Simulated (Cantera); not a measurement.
# Equilibrium for carbothermic reduction: Ta2O5 + C + H2 + CH4

Feed: 1 mol Ta2O5, 0.82 mol C, 0.12 mol H2, 1.5 mol CH4, held at 823.15 K.

Equilibrium computed with Cantera from the NASA thermochemical tables; the gas is ideal and each condensed phase is pure. Candidate condensed phases: C, C6H6, C7H8, C8H18, H2O, Ta, TaC, Ta2O5; 113 gas species. TaC: taken at fixed stoichiometry. Condensed phases not in the tables: Ta2C. Kinetics and transport are ignored.

| P (Pa) | x H2 | x CH4 | x CO | x C2H6 | x H2O | x CO2 | x C2H4 | n C(graphite) | n TaC(s) | n Ta2O5(s) |
|---|---|---|---|---|---|---|---|---|---|---|
| 10 | 0.991 | 9.13e-5 | 0.00938 | <1e-12 | 1.23e-5 | 4.20e-7 | 2.10e-11 | 2.28 | 0.0118 | 0.994 |
| 52 | 0.998 | 0.000482 | 0.00180 | 6.31e-12 | 1.24e-5 | 8.07e-8 | 1.11e-10 | 2.31 | 0.00227 | 0.999 |
| 270 | 0.997 | 0.00250 | 0.000348 | 1.70e-10 | 1.23e-5 | 1.55e-8 | 5.76e-10 | 2.31 | 0.000448 | 1.000 |
| 1400 | 0.987 | 0.0127 | 6.70e-5 | 4.43e-9 | 1.22e-5 | 3.00e-9 | 2.93e-9 | 2.28 | 0 | 1.000 |
| 7200 | 0.941 | 0.0593 | 1.30e-5 | 1.01e-7 | 1.16e-5 | 5.83e-10 | 1.37e-8 | 2.15 | 0 | 1.000 |
| 37000 | 0.787 | 0.213 | 2.54e-6 | 1.57e-6 | 9.74e-6 | 1.13e-10 | 4.91e-8 | 1.77 | 0 | 1.000 |
| 190000 | 0.521 | 0.479 | 4.94e-7 | 1.20e-5 | 6.45e-6 | 2.21e-11 | 1.10e-7 | 1.31 | 0 | 1.000 |
| 1000000 | 0.278 | 0.722 | 9.38e-8 | 5.07e-5 | 3.45e-6 | 4.20e-12 | 1.66e-7 | 1.01 | 0 | 1.000 |
x: gas mole fraction; n: condensed amount in mol.

From 10.0 Pa to 2.70 mbar the condensed part is C(graphite) + TaC(s) + Ta2O5(s). From 14.0 mbar to 10.0 bar the condensed part is C(graphite) + Ta2O5(s).
